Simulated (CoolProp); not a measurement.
Vapour-liquid equilibrium of carbon dioxide (1) + CH2F2 (R32) (2) at -13.35 °C; x and y are mole fractions of (1).

The numbers come from the multi-fluid Helmholtz-energy mixture model, Span 1996 and Tillner-Roth 1997; pair parameters Bell 2016 in CoolProp.

| x | bubble pressure (MPa) | y at the bubble point | dew pressure at overall composition x (MPa) | liquid density (mol/L) |
|---|---|---|---|---|
| 0.05 | 0.6086 | 0.174 | 0.5412 | 21.20 |
| 0.15 | 0.7928 | 0.411 | 0.5942 | 21.34 |
| 0.25 | 0.9785 | 0.563 | 0.6579 | 21.50 |
| 0.35 | 1.164 | 0.668 | 0.7360 | 21.66 |
| 0.45 | 1.350 | 0.747 | 0.8339 | 21.82 |
| 0.55 | 1.534 | 0.809 | 0.9599 | 21.99 |
| 0.65 | 1.720 | 0.860 | 1.127 | 22.15 |
| 0.75 | 1.907 | 0.904 | 1.357 | 22.32 |
| 0.85 | 2.100 | 0.944 | 1.681 | 22.48 |
| 0.95 | 2.300 | 0.982 | 2.131 | 22.64 |

No azeotrope shows between x = 0.05 and 0.95.

The pair parameters rest on a limited set of measurements; away from them the model extrapolates.
